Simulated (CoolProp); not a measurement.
Vapour-liquid equilibrium of dimethyl ether (1) + chloromethane (R40) (2) at 342.5 K; x and y are mole fractions of (1).

The numbers come from the multi-fluid Helmholtz-energy mixture model, Wu 2011 and Thol 2014; pair parameters Bell 2016 in CoolProp.

```
x     bubble pressure, mixture model (MPa)  bubble pressure, Raoult's law (MPa)  y, mixture model  y, Raoult's law
----  ------------------------------------  -----------------------------------  ----------------  ---------------
0.05                                 1.745                                1.758             0.045            0.051
0.2                                  1.715                                1.762             0.190            0.202
0.35                                 1.698                                1.766             0.343            0.353
0.5                                  1.694                                1.770             0.502            0.504
0.65                                 1.704                                1.774             0.661            0.653
0.8                                  1.728                                1.777             0.813            0.802
0.95                                 1.767                                1.781             0.956            0.951
```

The largest gap from Raoult's law is -4.3 % in bubble pressure, at x = 0.5. y crosses x between x = 0.35 and 0.5: the model has an azeotrope there.

The pair parameters rest on a limited set of measurements; away from them the model extrapolates.
